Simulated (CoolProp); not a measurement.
Saturation properties of tetrahydrofuran (Tc = 267.0 °C, pc = 5.304 MPa, ω = 0.234).

The numbers come from the reference Helmholtz-energy equation of state, Fiedler 2023 in CoolProp.

```tsv
T (°C)	p (MPa)	liquid density (kg/m³)	vapour density (kg/m³)
16.45	0.01467	891.3	0.4421
26.35	0.02295	880.5	0.6705
36.25	0.03470	869.5	0.9850
46.15	0.05093	858.4	1.407
56.05	0.07274	847.1	1.959
65.95	0.1014	835.7	2.669
75.75	0.1379	824.2	3.553
85.65	0.1844	812.4	4.662
95.55	0.2423	800.4	6.022
105.45	0.3131	788.1	7.669
115.35	0.3988	775.5	9.648
125.25	0.5012	762.6	12.00
```

It boils at 65.9 °C under 1 atm.
